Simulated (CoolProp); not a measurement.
Aqueous potassium formate as a coolant, 6 % by mass, freezing at -2.8 °C, 1 atm.

The numbers come from the Melinder's fits for secondary coolants in CoolProp.

| T (°C) | viscosity (mPa s) | conductivity (W/(m K)) | density (kg/m³) | cp (kJ/(kg K)) |
|---|---|---|---|---|
| -0.4 | 1.95 | 0.554 | 1039 | 3.967 |
| 4.1 | 1.70 | 0.561 | 1039 | 3.962 |
| 8.5 | 1.50 | 0.568 | 1038 | 3.959 |
| 12.9 | 1.33 | 0.575 | 1037 | 3.957 |
| 17.3 | 1.19 | 0.581 | 1036 | 3.956 |
| 21.8 | 1.07 | 0.588 | 1035 | 3.956 |
| 26.2 | 0.975 | 0.595 | 1034 | 3.956 |
| 30.6 | 0.888 | 0.601 | 1033 | 3.957 |
| 35 | 0.812 | 0.607 | 1031 | 3.958 |
